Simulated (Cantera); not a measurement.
An isothermal, constant-pressure homogeneous reactor starts with 25.0 % C2H6, 75.0 % N2, at 1875 K and 1330 Pa.

Computed with Cantera and GRI-Mech 3.0 (53 species, 325 reactions). GRI-Mech 3.0 stops at C3 and has no aromatics, soot or wall deposition, so with more carbon than oxygen in the feed, carbon stays in small species such as C2H2 where larger ones or solid carbon would form. Radical loss at walls, strong at low pressure, is not modelled.

x: mole fraction; the columns are a selection and need not sum to one.

| t (s) | x C2H6 | x H2 | x CH4 | x CH2 | x HCN | x C2H | x C2H2 |
|---|---|---|---|---|---|---|---|
| 5.00e-5 | 0.165 | 0.0150 | 0.00851 | 0.000192 | [?] | 3.84e-8 | 0.000112 |
| 0.000182 | 0.0254 | 0.0971 | 0.0495 | 0.000343 | [?] | 1.10e-5 | 0.0185 |
| 0.000660 | 0.000284 | 0.213 | 0.0658 | 9.72e-5 | [?] | 2.10e-5 | 0.105 |
| 0.00240 | 4.28e-5 | 0.258 | 0.0550 | 2.44e-5 | 1.16e-5 | 1.05e-5 | 0.139 |
| 0.00871 | 1.32e-5 | 0.279 | 0.0427 | 1.02e-5 | [?] | 7.09e-6 | 0.150 |
| 0.0316 | 4.67e-6 | 0.300 | 0.0264 | 6.51e-6 | [?] | 6.94e-6 | 0.157 |
| 0.115 | 7.97e-7 | 0.321 | 0.00907 | 4.23e-6 | [?] | 9.21e-6 | 0.163 |
| 0.417 | 3.00e-8 | 0.330 | 0.00127 | 1.80e-6 | [?] | 1.55e-5 | 0.166 |
| 1.52 | 5.70e-10 | 0.331 | 0.000151 | 3.49e-7 | [?] | 1.95e-5 | 0.166 |
| 5.51 | 4.88e-11 | 0.331 | 3.95e-5 | 9.29e-8 | [?] | 1.96e-5 | 0.166 |
| 20.0 | 3.22e-11 | 0.331 | 2.98e-5 | 7.02e-8 | [?] | 1.96e-5 | 0.166 |

### Question
Fill in the missing entries.

### Answer

- 5.00e-5, x HCN: 2.42e-7
- 0.000182, x HCN: 3.82e-6
- 0.000660, x HCN: 1.00e-5
- 0.00871, x HCN: 1.26e-5
- 0.0316, x HCN: 1.42e-5
- 0.115, x HCN: 1.90e-5
- 0.417, x HCN: 3.51e-5
- 1.52, x HCN: 6.25e-5
- 5.51, x HCN: 8.42e-5
- 20.0, x HCN: 0.000121
